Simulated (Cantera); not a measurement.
A closed system holds: 1 mol Al, 0.7 mol Cl2, 5.9 mol H2, held at 1175 K and 1.00 bar.

Equilibrium computed with Cantera from the NASA thermochemical tables; the gas is ideal and each condensed phase is pure. Candidate condensed phases: Al, AlCl3; 12 gas species. The tables' values for AlCl2 are old estimates; treat these amounts as uncertain. Rates play no part.

Base state: H2 0.912, AlCl3 0.0609, AlCl 0.0214, AlCl2 0.00589, HCl 0.000231, Al2Cl6 4.81e-5 (mole fractions); condensed: Al(l).

### Question
What changes in the equilibrium state with this change: Cl2 from 0.7 to 6.2 mol?

### Answer
| species | before | after |
|---|---|---|
| HCl | 0.000231 | 0.810 |
| H2 | 0.912 | 0.103 |
| AlCl3 | 0.0609 | 0.0860 |
| AlCl | 0.0214 | <1e-9 |
| AlCl2 | 0.00589 | 7.99e-7 |
| Al2Cl6 | 4.81e-5 | 9.60e-5 |
| Al(l), mol | 0.429 | 0 |
